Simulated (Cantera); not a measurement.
Charge: 1 mol MgO, 37 mol HBr, 63 mol N2, equilibrated at 1723.15 K and 0.0100 bar.

Method: chemical equilibrium by Gibbs-energy minimisation in Cantera with the NASA 1993 tables (ideal gas, pure condensed phases). Candidate condensed phases: Br2, H2O, Mg, MgBr2, MgO, Mg(OH)2; 36 gas species. The numbers say what is thermodynamically allowed, not how fast it happens.

Base state: N2 0.600, HBr 0.237, Br 0.0956, H2 0.0477, H2O 0.00952, MgBr2 0.00948, H 0.000399, Br2 0.000128 (mole fractions); condensed: gas only.

What changes in the equilibrium state with this change: temperature from 1723.15 K to 1350 K?


```json
[
 {"species": "N2", "before": "0.600", "after": "0.625"},
 {"species": "HBr", "before": "0.237", "after": "0.331"},
 {"species": "Br", "before": "0.0956", "after": "0.0163"},
 {"species": "H2", "before": "0.0477", "after": "0.00832"},
 {"species": "MgBr2", "before": "0.00948", "after": "0.00992"},
 {"species": "MgBr", "before": "3.67e-5", "after": "1.59e-7"},
 {"species": "H", "before": "0.000399", "after": "2.17e-6"},
 {"species": "Br2", "before": "0.000128", "after": "0.000174"},
 {"species": "H2O", "before": "0.00952", "after": "0.00992"}
]
```

What changes in the equilibrium state with this change: temperature from 1723.15 K to 1498 K?


| species | before | after |
|---|---|---|
| N2 | 0.600 | 0.618 |
| HBr | 0.237 | 0.305 |
| Br | 0.0956 | 0.0382 |
| H2 | 0.0477 | 0.0193 |
| MgBr2 | 0.00948 | 0.00981 |
| MgBr | 3.67e-5 | 1.84e-6 |
| H | 0.000399 | 2.38e-5 |
| Br2 | 0.000128 | 0.000167 |
| H2O | 0.00952 | 0.00981 |
